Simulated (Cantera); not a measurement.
Cantera run:

```python
import numpy as np
import cantera as ct

gas_names = """
    Cu CuF CuF2 Cu2 F F2 N NF NF2 NF3 N2
""".split()
cond_names = """
    Cu(cr) Cu(L) CuF2(s) CuF2(L)
""".split()


# ... load() reads the species with a 1 bar reference pressure and builds the phases ...
atoms = {
    'Cu': {'Cu': 1},
    'F2': {'F': 2},
    'N2': {'N': 2},
}
top_T = {}  # K; cautious upper limits of use, not melting points


# ... equilibrate(T, P, feed) seeds the gas with the atoms and calls Mixture.equilibrate('TP', solver="vcs", rtol=1e-11, max_steps=5000) ...
results = []
feed = {'Cu': 1, 'F2': 1.5, 'N2': 0.58}  # mol
T = 548.15  # K
P = 13332.2  # Pa
mix = equilibrate(T, P, feed)
results.append((T, P, feed, dict(zip(mix.species_names, mix.species_moles))))
print(gas.report(threshold=1e-06))
for i in range(1, mix.n_phases):
    print(f"{mix.phase(i).name:16s} {mix.phase_moles(i):12.5e} mol")
```

Result:

```
       temperature   548.15 K
          pressure   13332 Pa
           density   0.13801 kg/m^3
  mean mol. weight   47.178 kg/kmol
   phase of matter   gas

                          1 kg             1 kmol
                     ---------------   ---------------
          enthalpy       -1.0084e+06       -4.7576e+07  J
   internal energy        -1.105e+06       -5.2133e+07  J
           entropy              5761        2.7179e+05  J/K
    Gibbs function       -4.1663e+06       -1.9656e+08  J
 heat capacity c_p              1015             47887  J/K
 heat capacity c_v            838.79             39573  J/K

                      mass frac. Y      mole frac. X     chem. pot. / RT
                     ---------------   ---------------   ---------------
                 F        9.7913e-07        2.4314e-06           -17.031
                F2        0.00069186        0.00085903           -34.062
               NF3           0.67062            0.4456           -64.187
                N2           0.32869           0.55354           -26.189
     [   +7 minor]        3.5508e-10        3.2213e-10

Cu(cr)            0.00000e+00 mol
CuF2(s)           1.00000e+00 mol
```

These are equilibrium values from Cantera (NASA tables, ideal gas, pure condensed phases), not measurements of a reactor.
